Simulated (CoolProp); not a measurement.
Vapour-liquid equilibrium of ethylene (1) + isobutane (2) at 0.0654 MPa; x and y are mole fractions of (1).

Computed with CoolProp (multi-fluid Helmholtz-energy mixture model, Smukala 2000 and Bücker 2006; pair parameters Bell 2016).

| x | bubble temperature, mixture model (°C) | bubble temperature, Raoult's law (°C) | y, mixture model | y, Raoult's law |
|---|---|---|---|---|
| 0.05 | ? | -51.4 | 0.694 | 0.775 |
| 0.2 | ? | -81.5 | ? | 0.975 |
| 0.35 | ? | -92.8 | 0.991 | 0.992 |
| 0.5 | -98.3 | -99.4 | 0.997 | 0.997 |
| 0.65 | ? | -103.9 | 0.999 | 0.999 |
| 0.8 | ? | -107.3 | 0.999 | 0.999 |
| 0.95 | -110.0 | -110.1 | 1.000 | 1.000 |

Problem. What belongs in the gaps?

Solution. 
- 0.05, bubble temperature, mixture model (°C): -46.3
- 0.2, bubble temperature, mixture model (°C): -78.0
- 0.2, y, mixture model: 0.966
- 0.35, bubble temperature, mixture model (°C): -90.7
- 0.65, bubble temperature, mixture model (°C): -103.4
- 0.8, bubble temperature, mixture model (°C): -107.2

The largest gap from Raoult's law is +5.1 K in bubble temperature, at x = 0.05. No azeotrope shows between x = 0.05 and 0.95.

The pair parameters rest on a limited set of measurements; away from them the model extrapolates.
